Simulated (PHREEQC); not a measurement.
Dissolve 0.0012 mol HCl, 0.018 mol AlCl3 and 0.15 mol KCl per kg of water at 5 °C. Closed to the air; pH follows from the charge balance.

Computed with PHREEQC (ion-association model, phreeqc.dat).

No solid was allowed to form.

Task: Predict the pH.

Result: pH 3.02.

Constants without temperature data keep their 25 °C values here.
